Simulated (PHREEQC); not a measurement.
# Metal-bearing waste water: speciation

A solution holds 0.053 mol/kgw Al2(SO4)3, 0.007 mol/kgw NaHCO3 and 0.017 mol/kgw NaCl, at 85 °C. Closed to the air; pH follows from the charge balance.

Equilibrium calculation in PHREEQC: ion-association model, phreeqc.dat.

This is a speciation only: nothing precipitates in the calculation.

Predict the pH.

pH 3.65.

In which forms is Al present?

AlSO4+ 63 %, Al(SO4)2- 25 %, Al+3 6.9 %, AlOH+2 3.9 %, Al(OH)2+ 2.1 % of the Al.

Examples of supersaturated solids here: Al(OH)3(a), Gibbsite (slow to form). Others may be too. Species that the database lacks are ignored. Away from 25 °C the constants follow the database's enthalpies or fits; those with neither stay at their 25 °C values.
